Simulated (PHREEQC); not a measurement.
# Leach liquor (model solution)

Make-up at 25 °C: 0.036 mol/kgw HCl, 5.25e-05 mol/kgw LiCl and 0.086 mol/kgw Na2SO4. Closed to the air; pH follows from the charge balance.

Computed with PHREEQC (ion-association model, phreeqc.dat).

This is a speciation only: nothing precipitates in the calculation.

Question: Predict the pH, specific conductance, ionic strength.

Answer: pH 1.95; specific conductance 18400 µS/cm; ionic strength 0.227 mol/kgw.

Question: In which forms is Li present?

Answer: Li+ 94 %, LiSO4- 6.2 % of the Li.
